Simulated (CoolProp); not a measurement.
Aqueous methanol as a coolant, at 20 °C, 1 atm.

The numbers come from the Melinder's fits for secondary coolants in CoolProp.

| mass % | freezing point (°C) | viscosity (mPa s) | Prandtl number | cp (kJ/(kg K)) | density (kg/m³) |
|---|---|---|---|---|---|
| 5.8 | -3.5 | 1.18 | 8.79 | 4.208 | 988.1 |
| 14.4 | -10.1 | 1.44 | 11.7 | 4.166 | 975.0 |
| 23 | -18.0 | 1.67 | 14.5 | 4.076 | 962.3 |
| 31.6 | -27.6 | 1.81 | 16.9 | 3.964 | 948.9 |
| 40.2 | -39.0 | 1.84 | 18.2 | 3.819 | 934.2 |
| 48.8 | -52.4 | 1.78 | 18.4 | 3.631 | 918.1 |
| 57.4 | -67.9 | 1.65 | 17.8 | 3.430 | 900.2 |
